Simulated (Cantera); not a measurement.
Feed: 1 mol Si, 0.12 mol H₂O, 30 mol H₂, at 1700 K and 32.0 mbar.

Equilibrium computed with Cantera from the NASA thermochemical tables; the gas is ideal and each condensed phase is pure. Candidate condensed phases: H₂O, Si, SiO₂; 18 gas species. Gases not in the tables: Si₂H₆ and higher silanes. Kinetics and transport are ignored.

Base state: H₂ 0.995, SiO 0.00397, H 0.000822, Si 2.12e-5, SiH₂ 1.41e-5 (mole fractions); condensed: Si(l).

Problem. What changes in the equilibrium state with this change: Si replaced by Si₃N₄?

Solution. 
```tsv
species	before	after
H₂	0.995	0.948
N₂	0	0.0487
SiO	0.00397	0.00192
SiH₂	1.41e-5	1.35e-5
H	0.000822	0.000802
Si	2.12e-5	2.12e-5
Si(l), mol	0.879	2.23
Si₂N₂O(s), mol	0	0.0589
Si₃N₄(s), mol	0	0.197
```
Mutual solubility and eutectic melting of coexisting phases are not modelled. Further candidate phases: Si₂N₂O, Si₃N₄.

Problem. What changes in the equilibrium state with this change: 1.2 mol CH₄ added?

Solution. 
```csv
species,before,after
H₂,0.995,0.995
CO,0,0.00366
H,0.000822,0.000822
SiO,0.00397,1.50e-5
C₂H₂ (acetylene),0,7.31e-5
CH₄,0,3.47e-5
"Si(l), mol",0.879,0
"C(graphite), mol",0,0.0751
"SiC(s), mol",0,0.999
```
Further candidate phases: C, C₆H₆, C₇H₈, C₈H₁₈, SiC.
